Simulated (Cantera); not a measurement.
A Cantera script and what it prints.

```python
import numpy as np
import cantera as ct

gas_names = """
    B BCL BCL2 BCL3 BH BH2 BH3 BN B2 CL CL2 H HCL H2 N NH NH2 NH3 N2 N2H2 N2H4
""".split()
cond_names = """
    B(b) B(L) BN(s) NH4CL(a) NH4CL(b)
""".split()


# ... load() reads the species with a 1 bar reference pressure and builds the phases ...
atoms = {
    'BN': {'B': 1, 'N': 1},
    'HCl': {'H': 1, 'CL': 1},
    'H2': {'H': 2},
}
top_T = {'BN(s)': 3200}  # K; cautious upper limits of use, not melting points


# ... equilibrate(T, P, feed) seeds the gas with the atoms and calls Mixture.equilibrate('TP', solver="vcs", rtol=1e-11, max_steps=5000) ...
results = []
P = 31  # Pa
for T in [825, 925, 1025, 1125, 1225, 1325, 1425, 1525, 1625, 1725, 1825, 1925]:
    for m in [0.79, 1.1, 1.6, 2.3, 3.4, 4.8, 7, 10]:
        feed = {'BN': 1, 'HCl': 70, 'H2': m}  # mol
        mix = equilibrate(T, P, feed)
        results.append((T, P, feed, dict(zip(mix.species_names, mix.species_moles))))

for T, P, feed, n in results:
    print(f"{T:7g} {feed['H2']:10.4g}  " + (" + ".join(c for c in cond_names if n.get(c, 0) > 1e-12) or "gas only"))
```

Result:

```
    825       0.79  BN(s)
    825        1.1  BN(s)
    825        1.6  BN(s)
    825        2.3  BN(s)
    825        3.4  BN(s)
    825        4.8  BN(s)
    825          7  BN(s)
    825         10  BN(s)
    925       0.79  BN(s)
    925        1.1  BN(s)
    925        1.6  BN(s)
    925        2.3  BN(s)
    925        3.4  BN(s)
    925        4.8  BN(s)
    925          7  BN(s)
    925         10  BN(s)
   1025       0.79  BN(s)
   1025        1.1  BN(s)
   1025        1.6  BN(s)
   1025        2.3  BN(s)
   1025        3.4  BN(s)
   1025        4.8  BN(s)
   1025          7  BN(s)
   1025         10  BN(s)
   1125       0.79  BN(s)
   1125        1.1  BN(s)
   1125        1.6  BN(s)
   1125        2.3  BN(s)
   1125        3.4  BN(s)
   1125        4.8  BN(s)
   1125          7  BN(s)
   1125         10  BN(s)
   1225       0.79  gas only
   1225        1.1  gas only
   1225        1.6  gas only
   1225        2.3  gas only
   1225        3.4  BN(s)
   1225        4.8  BN(s)
   1225          7  BN(s)
   1225         10  BN(s)
   1325       0.79  gas only
   1325        1.1  gas only
   1325        1.6  gas only
   1325        2.3  gas only
   1325        3.4  gas only
   1325        4.8  gas only
   1325          7  gas only
   1325         10  BN(s)
   1425       0.79  gas only
   1425        1.1  gas only
   1425        1.6  gas only
   1425        2.3  gas only
   1425        3.4  gas only
   1425        4.8  gas only
   1425          7  gas only
   1425         10  gas only
   1525       0.79  gas only
   1525        1.1  gas only
   1525        1.6  gas only
   1525        2.3  gas only
   1525        3.4  gas only
   1525        4.8  gas only
   1525          7  gas only
   1525         10  gas only
   1625       0.79  gas only
   1625        1.1  gas only
   1625        1.6  gas only
   1625        2.3  gas only
   1625        3.4  gas only
   1625        4.8  gas only
   1625          7  gas only
   1625         10  gas only
   1725       0.79  gas only
   1725        1.1  gas only
   1725        1.6  gas only
   1725        2.3  gas only
   1725        3.4  gas only
   1725        4.8  gas only
   1725          7  gas only
   1725         10  gas only
   1825       0.79  gas only
   1825        1.1  gas only
   1825        1.6  gas only
   1825        2.3  gas only
   1825        3.4  gas only
   1825        4.8  gas only
   1825          7  gas only
   1825         10  gas only
   1925       0.79  gas only
   1925        1.1  gas only
   1925        1.6  gas only
   1925        2.3  gas only
   1925        3.4  gas only
   1925        4.8  gas only
   1925          7  gas only
   1925         10  gas only
```

Cantera equilibrium calculation (NASA polynomials, part measured and part estimated; ideal gas, pure solids and liquids). The tables' values for BCl2 are old estimates.
